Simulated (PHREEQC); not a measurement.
## Alkaline etch or developer

Consider water at 27 °C with 0.0032 mol/kgw NaOH and 0.00079 mol/kgw Na2SiO3. Closed to the air; pH follows from the charge balance.

Equilibrium calculation in PHREEQC: ion-association model, phreeqc.dat.

Each row changes one thing in this solution. This is a speciation only: nothing precipitates in the calculation.

```
case                                                pH  ionic strength (mol/kgw)
-----------------------------------------------  -----  ------------------------
as made                                          11.50                   0.00480
NaOH replaced by Na2SO4 at the same molality     10.81                    0.0110
diluted 5-fold with water                        10.82                  0.000957
Na2SiO3 left out                                 11.41                   0.00320
temperature from 27 to 5 °C                      12.30                   0.00481
0.0059 mol/kgw NH3 added                         11.50                   0.00483
NaOH left out                                    10.84                   0.00158
temperature from 27 to 70 °C                     10.36                   0.00479
Na2SiO3 replaced by NaHCO3 at the same molality  11.29                   0.00464
```

At this temperature some constants are extrapolated from 25 °C, and those without enthalpy data are left unchanged.
